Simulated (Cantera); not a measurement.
A perfectly stirred reactor is fed with CH4 : H2 : O2 : N2 = 1 : 0.078 : 1.7 : 6.39 (molar parts), equivalence ratio 1.2, at 5.20 bar; it is adiabatic with a 600 K inlet, and is followed from long to short residence time, starting on the burning branch (τ in s: 0.37, 0.13, 0.043, 0.015, 0.005, 0.0017, 0.00059, 0.0002, 6.9e-05).

Model: GRI-Mech 3.0 (53 species, 325 reactions), integrated in Cantera.

Question: What does this change do: N2 6.39 to 10 parts?

Answer: 
| quantity | before | after |
|---|---|---|
| blow-out, bracketed by the residence times tried | burning at 69.0 µs, the shortest tried | burning at 0.590 ms, out at 0.200 ms |
| x(CH4) at τ = 0.370 s | 1.33e-6 | 0.000119 |
| x(H2) at τ = 0.370 s | 0.0260 | 0.0208 |
| x(O2) at τ = 0.370 s | 9.30e-5 | 4.90e-5 |
| x(O) at τ = 0.370 s | 2.86e-5 | 2.73e-7 |
| x(C2H) at τ = 0.370 s | 1.33e-12 | 4.85e-10 |
| x(CH4) at τ = 5.00 ms | 3.70e-5 | 0.00103 |
| x(H2) at τ = 5.00 ms | 0.0263 | 0.0187 |
| x(O2) at τ = 5.00 ms | 0.000467 | 0.00157 |
| x(O) at τ = 5.00 ms | 8.27e-5 | 4.30e-6 |
| x(C2H) at τ = 5.00 ms | 1.09e-9 | 5.00e-8 |

Question: What does this change do: 0.8 parts H2O added?

Answer: 
```tsv
quantity	before	after
blow-out, bracketed by the residence times tried	burning at 69.0 µs, the shortest tried	burning at 69.0 µs, the shortest tried
x(CH4) at τ = 0.370 s	1.33e-6	5.34e-6
x(H2) at τ = 0.370 s	0.0260	0.0291
x(O2) at τ = 0.370 s	9.30e-5	3.53e-5
x(O) at τ = 0.370 s	2.86e-5	7.12e-6
x(C2H) at τ = 0.370 s	1.33e-12	4.65e-12
x(CH4) at τ = 5.00 ms	3.70e-5	8.64e-5
x(H2) at τ = 5.00 ms	0.0263	0.0292
x(O2) at τ = 5.00 ms	0.000467	0.000453
x(O) at τ = 5.00 ms	8.27e-5	3.45e-5
x(C2H) at τ = 5.00 ms	1.09e-9	2.33e-9
```
